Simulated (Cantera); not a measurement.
Input (Python, Cantera):

```python
import numpy as np
import cantera as ct

gas = ct.Solution("gri30.yaml")
gas.TPX = 2675, 3700, {'CH4': 0.0037, 'H2': 1, 'CO2': 0.021}
reactor = ct.IdealGasConstPressureReactor(gas, energy="off", clone=False)
net = ct.ReactorNet([reactor])
net.rtol, net.atol = 1e-08, 1e-18
show = ['CH4', 'H2', 'CO2', 'C2H4', 'H2O2', 'H2O']
times = np.geomspace(1e-05, 30, 11)

steps = ct.SolutionArray(gas, extra=["t"])
rows = []
print(f"{'t/s':>10s}{'T/K':>9s}{'P/Pa':>11s}" + "".join(f"{s:>11s}" for s in show))
for t in times:
    while net.time < t:
        t_next = net.step()
        steps.append(gas.state, t=t_next)
    rows.append([np.interp(t, steps.t, y) for y in (steps.T, steps.P, *steps(*show).X.T)])
    print(f"{t:10.3e}{rows[-1][0]:9.1f}{rows[-1][1]:11.4g}" + "".join(f"{x:11.3e}" for x in rows[-1][2:]))
rate = np.gradient(steps.T, steps.t)
print("integrator steps:", len(steps.t))
if steps.T.max() > steps.T[0] + 200:
    print(f"time of steepest temperature rise: {steps.t[rate.argmax()]:.4e} s")
gas.TPX = 2675, 3700, {'CH4': 0.0037, 'H2': 1, 'CO2': 0.021}
gas.equilibrate("TP")
print(f"equilibrium (TP): T = {gas.T:.1f} K  " + "  ".join(f"{s} {gas[s].X[0]:.3e}" for s in show))
```

Output:

```
       t/s      T/K       P/Pa        CH4         H2        CO2       C2H4       H2O2        H2O
 1.000e-05   2675.0       3700  3.543e-03  9.756e-01  2.048e-02  2.927e-09  3.699e-14  5.891e-06
 4.443e-05   2675.0       3700  3.467e-03  9.743e-01  2.034e-02  5.228e-08  3.029e-13  1.363e-04
 1.974e-04   2675.0       3700  3.173e-03  9.669e-01  1.783e-02  6.859e-07  1.229e-12  2.578e-03
 8.773e-04   2675.0       3700  2.088e-03  9.335e-01  1.811e-03  3.600e-06  3.318e-12  1.819e-02
 3.898e-03   2675.0       3700  2.453e-04  9.060e-01  6.363e-05  3.322e-07  7.356e-12  1.821e-02
 1.732e-02   2675.0       3700  1.982e-06  8.697e-01  6.098e-05  6.156e-10  1.098e-11  1.552e-02
 7.696e-02   2675.0       3700  4.740e-12  7.800e-01  5.927e-05  3.886e-19  2.507e-11  1.420e-02
 3.420e-01   2675.0       3700  1.507e-12  7.329e-01  5.826e-05  7.850e-20  3.277e-11  1.348e-02
 1.519e+00   2675.0       3700  1.497e-12  7.326e-01  5.825e-05  7.774e-20  3.282e-11  1.347e-02
 6.752e+00   2675.0       3700  1.497e-12  7.326e-01  5.825e-05  7.774e-20  3.282e-11  1.347e-02
 3.000e+01   2675.0       3700  1.497e-12  7.326e-01  5.825e-05  7.774e-20  3.282e-11  1.347e-02
integrator steps: 1831
equilibrium (TP): T = 2675.0 K  CH4 1.557e-12  H2 7.326e-01  CO2 5.825e-05  C2H4 8.048e-20  H2O2 3.282e-11  H2O 1.347e-02
```

Model: GRI-Mech 3.0 (53 species, 325 reactions), integrated in Cantera. Radical loss at walls, strong at low pressure, is not modelled.
